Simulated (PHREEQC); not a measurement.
Consider water at 25 °C with 20 mmol/kgw Na2SeO3, 110 mmol/kgw NH3 and 0.27 mmol/kgw FeCl3. Closed to the air; pH follows from the charge balance.

The numbers come from PHREEQC with the ion-association model, wateq4f.dat.

```json
[
 {"quantity": "pH", "before": "11.01", "after": "11.69"},
 {"quantity": "ionic strength (mol/kgw)", "before": "0.0623", "after": "0.0622"},
 {"quantity": "NH4+ (mol/kgw)", "before": "0.00231", "after": "0.00219"}
]
```

Task: Which change was made?
A) FeCl3 left out
B) FeCl3 replaced by NH4Cl at the same molality
C) Na2SeO3 replaced by Na2SeO4 at the same molality
D) temperature from 25 to 5 °C
E) 0.0092 mol/kgw LiOH added

Result: D, temperature from 25 to 5 °C

Precipitation was switched off in this run. Some of these states are supersaturated (in Fe(OH)3(a), Hematite (slow to form), Goethite (slow to form), for instance). Away from 25 °C the constants follow the database's enthalpies or fits; those with neither stay at their 25 °C values.
